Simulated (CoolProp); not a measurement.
R143a along the isotherm 53.85 °C: fugacity coefficient from the reference equation and from simpler models built on Tc = 72.7 °C, pc = 3762 kPa, ω = 0.261; each cubic takes its own stable root.

The numbers come from the reference Helmholtz-energy equation of state, Lemmon and Jacobsen 2000 in CoolProp.

```csv
p (kPa),phase,reference
513,gas,0.9392
1030,gas,0.8792
1540,gas,0.8209
2050,gas,0.7627
3080,liquid,0.5912
3590,liquid,0.5173
4100,liquid,0.4618
4620,liquid,0.4179
5130,liquid,0.3835
5640,liquid,0.3554
```

**Question.** How far does each simpler model (van der Waals, Redlich-Kwong, Soave-Redlich-Kwong, Peng-Robinson) lie from the reference over these 10 states: mean and median of the absolute difference, and the worst?

**Answer.** 
- van der Waals: mean 16.1 %, median 20.7 %, worst +28.0 % at 53.85 °C and 5640 kPa
- Redlich-Kwong: mean 7.2 %, median 9.5 %, worst +12.4 % at 53.85 °C and 5640 kPa
- Soave-Redlich-Kwong: mean 4.2 %, median 4.9 %, worst +7.3 % at 53.85 °C and 5640 kPa
- Peng-Robinson: mean 1.2 %, median 1.4 %, worst +2.4 % at 53.85 °C and 5640 kPa
